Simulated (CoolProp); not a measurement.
n-pentane along the isobar 26.6 bar: fugacity coefficient from the reference equation and from simpler models built on Tc = 469.7 K, pc = 33.68 bar, ω = 0.251; each cubic takes its own stable root.

Model: reference Helmholtz-energy equation of state, Thol 2019, in CoolProp.

```json
[
 {"T (K)": "338", "phase": "liquid", "reference": "0.09517"},
 {"T (K)": "352.9", "phase": "liquid", "reference": "0.1372"},
 {"T (K)": "367.8", "phase": "liquid", "reference": "0.1901"},
 {"T (K)": "382.8", "phase": "liquid", "reference": "0.2548"},
 {"T (K)": "397.7", "phase": "liquid", "reference": "0.3305"},
 {"T (K)": "412.7", "phase": "liquid", "reference": "0.4173"},
 {"T (K)": "427.6", "phase": "liquid", "reference": "0.5129"},
 {"T (K)": "442.6", "phase": "liquid", "reference": "0.6161"},
 {"T (K)": "457.5", "phase": "gas", "reference": "0.7076"},
 {"T (K)": "472.5", "phase": "gas", "reference": "0.7417"},
 {"T (K)": "487.4", "phase": "gas", "reference": "0.7695"},
 {"T (K)": "502.4", "phase": "gas", "reference": "0.7933"}
]
```

How far does each simpler model (van der Waals, Soave-Redlich-Kwong, Peng-Robinson) lie from the reference over these 12 states: mean and median of the absolute difference, and the worst?


- van der Waals: mean 58.0 %, median 34.9 %, worst +199.4 % at 338 K and 26.6 bar
- Soave-Redlich-Kwong: mean 1.9 %, median 2.3 %, worst +3.0 % at 397.7 K and 26.6 bar
- Peng-Robinson: mean 1.1 %, median 0.6 %, worst -2.4 % at 487.4 K and 26.6 bar
